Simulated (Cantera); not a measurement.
An isothermal, constant-pressure homogeneous reactor starts with C₂H₆ : N₂ = 1 : 100 (molar parts), at 1675 K and 2.33 Torr. Integrator tolerance rtol = 1e-08.

Model: GRI-Mech 3.0 (53 species, 325 reactions), integrated in Cantera. GRI-Mech 3.0 stops at C3 and has no aromatics, soot or wall deposition, so with more carbon than oxygen in the feed, carbon stays in small species such as C2H2 where larger ones or solid carbon would form. Radical loss at walls, strong at low pressure, is not modelled.

**Question.** What does this change do: temperature 1675 to 1400 K?

**Answer.** 
| quantity | before | after |
|---|---|---|
| x(C₂H₆) at 7.00 s | 1.41e-9 (gas-phase equilibrium <1e-12) | 3.25e-7 (gas-phase equilibrium <1e-12) |
| x(H₂) at 7.00 s | 0.0191 (gas-phase equilibrium 0.0193) | 0.0167 (gas-phase equilibrium 0.0194) |
| x(C₂H₄) at 7.00 s | 6.09e-7 (gas-phase equilibrium 3.46e-9) | 2.63e-5 (gas-phase equilibrium 6.99e-8) |
| x(H) at 7.00 s | 0.000120 (gas-phase equilibrium 0.000292) | 1.30e-5 (gas-phase equilibrium 1.23e-5) |
| x(CH₂) at 7.00 s | 1.30e-7 (gas-phase equilibrium 1.91e-10) | 1.44e-8 (gas-phase equilibrium 4.87e-12) |
| x(CH₄) at 7.00 s | 0.000166 (gas-phase equilibrium 4.08e-8) | 0.00179 (gas-phase equilibrium 8.48e-7) |

**Question.** What does this change do: N2 100 to 900 parts?

**Answer.** 
```csv
quantity,before,after
x(C₂H₆) at 7.00 s,1.41e-9 (gas-phase equilibrium <1e-12),<1e-12 (gas-phase equilibrium <1e-12)
x(H₂) at 7.00 s,0.0191 (gas-phase equilibrium 0.0193),0.00217 (gas-phase equilibrium 0.00217)
x(C₂H₄) at 7.00 s,6.09e-7 (gas-phase equilibrium 3.46e-9),4.43e-10 (gas-phase equilibrium 5.89e-12)
x(H) at 7.00 s,0.000120 (gas-phase equilibrium 0.000292),9.54e-5 (gas-phase equilibrium 9.77e-5)
x(CH₂) at 7.00 s,1.30e-7 (gas-phase equilibrium 1.91e-10),2.69e-9 (gas-phase equilibrium 7.87e-12)
x(CH₄) at 7.00 s,0.000166 (gas-phase equilibrium 4.08e-8),7.38e-8 (gas-phase equilibrium 1.89e-10)
```
